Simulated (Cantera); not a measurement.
Input: 1 mol CuO, 3.7 mol C, 17 mol N₂, held at 1950 K and 2.70 bar.

These are equilibrium values from Cantera (NASA tables, ideal gas, pure condensed phases), not measurements of a reactor. Candidate condensed phases: C, Cu, CuO, Cu₂O; 27 gas species. Rates play no part.

Base state: N₂ 0.944, CO 0.0555, Cu 0.000990 (mole fractions); condensed: C(graphite) + Cu(l).

Question: What changes in the equilibrium state with this change: temperature from 1950 K to 2523 K?

Answer: 
```tsv
species	before	after
N₂	0.944	0.895
CO	0.0555	0.0527
Cu	0.000990	0.0515
CN	1.71e-7	7.17e-5
Cu₂	3.43e-6	0.000589
C(graphite), mol	2.70	2.70
Cu(l), mol	0.982	0
```
